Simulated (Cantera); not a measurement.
Source: NASA polynomial tables (part measured, part estimated), evaluated in Cantera. Values are per mole of reaction as written; species without (g) are pure solids or liquids, kept so even where they would boil at 1 bar.

a) 2 Pb + S₂(g) = 2 PbS(g)
b) 2 Ba + S₂(g) = 2 BaS
c) 4 Na + S₂(g) = 2 Na₂S
d) 2 Ni + S₂(g) = 2 NiS
e) 1.5 Ni + S₂(g) = 0.5 Ni₃S₄
f) 2 H₂(g) + S₂(g) = 2 H₂S(g)
g) Ni + S₂(g) = NiS₂

**Question.** Order these by ΔG° at 573 K, most negative first.

**Answer.** b (-944 kJ), c (-718 kJ), d (-201 kJ), e (-177 kJ), g (-154 kJ), f (-123 kJ), a (54 kJ)
